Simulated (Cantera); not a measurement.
A closed system holds: 1 mol ZrO2, 490 mol H2, 5.1 mol N2, at 1698.15 K and 0.550 bar.

Method: chemical equilibrium by Gibbs-energy minimisation in Cantera with the NASA 1993 tables (ideal gas, pure condensed phases). Candidate condensed phases: H2O, Zr, ZrN, ZrO2; 28 gas species. Mutual solubility and eutectic melting of coexisting phases are not modelled. ZrN: taken at fixed stoichiometry. Condensed phases not in the tables: solid solutions among these carbides, nitrides and lower oxides. Kinetics and transport are ignored.

Base state: H2 0.989, N2 0.0103, H 0.000194, H2O 2.13e-5 (mole fractions); condensed: ZrN(s) + ZrO2(tetragonal).

Question: What changes in the equilibrium state with this change: ZrO2 replaced by PbS?

Answer: 
```tsv
species	before	after
H2	0.989	0.986
N2	0.0103	0.0103
Pb	0	0.00186
H2S	0	0.00180
PbS	0	0.000154
SH	0	5.11e-5
H2O	2.13e-5	0
H	0.000194	0.000194
ZrN(s), mol	0.00528	0
ZrO2(tetragonal), mol	0.995	0
```
Further candidate phases: Pb, PbS, S.
